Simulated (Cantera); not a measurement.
Feed: 1 mol SiH2Cl2, 1.5 mol HCl, 110 mol N2, equilibrated at 39000 Pa.

Cantera equilibrium calculation (NASA polynomials, part measured and part estimated; ideal gas, pure solids and liquids). Candidate condensed phases: NH4Cl, Si, Si3N4; 28 gas species. N2 is the only nitrogen source here; it is nearly inert below about 1500 K, so the nitride shown seldom forms there in practice. The tables' values for SiCl3 are old estimates; treat these amounts as uncertain. The numbers say what is thermodynamically allowed, not how fast it happens.

log p: log10 of the partial pressure in bar; n: condensed amount in mol.

| T (K) | log p N2 | log p HCl | log p H2 | log p SiCl2 | log p SiCl4 | log p SiCl3 | log p Cl | n Si3N4(s) |
|---|---|---|---|---|---|---|---|---|
| 925 | -0.42 | -2.08 | -2.71 | -9.26 | -3.01 | -6.94 | -10.33 | 0.240 |
| 1000 | -0.42 | -2.07 | -2.74 | -8.08 | -3.04 | -6.25 | -9.38 | 0.246 |
| 1075 | -0.42 | -2.06 | -2.77 | -7.07 | -3.07 | -5.67 | -8.55 | 0.251 |
| 1150 | -0.42 | -2.05 | -2.79 | (withheld) | -3.09 | -5.16 | (withheld) | 0.255 |
| 1225 | -0.42 | -2.05 | -2.81 | -5.43 | -3.12 | -4.72 | -7.21 | 0.258 |
| 1300 | -0.42 | -2.04 | -2.82 | -4.75 | -3.15 | -4.34 | -6.66 | 0.259 |
| 1375 | -0.42 | -2.04 | -2.83 | -4.17 | -3.20 | -4.02 | -6.17 | 0.256 |
| 1450 | -0.42 | -2.04 | -2.82 | (withheld) | (withheld) | -3.76 | (withheld) | 0.246 |
| 1525 | -0.42 | -2.05 | -2.79 | -3.27 | -3.46 | -3.60 | -5.38 | 0.222 |
| 1600 | -0.42 | -2.08 | -2.73 | -2.97 | -3.74 | -3.55 | -5.08 | 0.183 |
| 1675 | -0.42 | -2.12 | -2.64 | -2.76 | -4.13 | -3.60 | -4.85 | 0.133 |
| 1750 | -0.42 | -2.18 | -2.56 | -2.62 | -4.58 | -3.72 | -4.65 | 0.0793 |

Problem. Some entries are withheld; supply them.

Solution. 
- 1450, log p SiCl2: -3.67
- 1450, log p SiCl4: -3.29
- 1450, log p Cl: -5.75
- 1150, log p SiCl2: -6.19
- 1150, log p Cl: -7.84
